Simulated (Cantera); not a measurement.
An isothermal, constant-pressure homogeneous reactor starts with C2H6 : N2 = 1 : 64 (molar parts), at 1275 K and 10.00 Torr.

Cantera simulation using GRI-Mech 3.0 (53 species, 325 reactions); the numbers are that mechanism's predictions, not measurements. GRI-Mech 3.0 stops at C3 and has no aromatics, soot or wall deposition, so with more carbon than oxygen in the feed, carbon stays in small species such as C2H2 where larger ones or solid carbon would form. Radical loss at walls, strong at low pressure, is not modelled.

Problem. Predict: x(C2H6) at 200 s; x(CH3) at 200 s; x(H2) at 200 s; x(C2H2) at 200 s; x(CH4) at 200 s.

Solution. 
```json
{
 "x(C2H6) at 200 s": "1.26e-7 (gas-phase equilibrium 1.45e-10)",
 "x(CH3) at 200 s": "1.55e-6 (gas-phase equilibrium 4.38e-8)",
 "x(H2) at 200 s": "0.0251 (gas-phase equilibrium 0.0298)",
 "x(C2H2) at 200 s": "0.0133 (gas-phase equilibrium 0.00355)",
 "x(CH4) at 200 s": "0.00324 (gas-phase equilibrium 6.02e-5)"
}
```
